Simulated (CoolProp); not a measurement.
n-dodecane along the isotherm 620 K: Z from the reference equation and from simpler models built on Tc = 658.1 K, pc = 1818 kPa, ω = 0.574; each cubic takes its own stable root.

Values from CoolProp's reference Helmholtz-energy equation of state, Lemmon 2004. It is a short technical equation, of lower accuracy than the large ones.

```csv
p (kPa),phase,reference
57.5,gas,0.9838
89.5,gas,0.9747
139,gas,0.9603
217,gas,0.9373
338,gas,0.9003
526,gas,0.8389
819,gas,0.7289
1280,liquid,0.09806
1990,liquid,0.1478
3090,liquid,0.2218
4810,liquid,0.3329
7500,liquid,0.4990
11700,liquid,0.7461
18200,liquid,1.110
```

Question: How far does each simpler model (Soave-Redlich-Kwong, Peng-Robinson) lie from the reference over these 14 states: mean and median of the absolute difference, and the worst?

Answer: 
- Soave-Redlich-Kwong: mean 11.6 %, median 9.8 %, worst +30.1 % at 620 K and 1280 kPa
- Peng-Robinson: mean 4.6 %, median 2.7 %, worst +15.3 % at 620 K and 1280 kPa
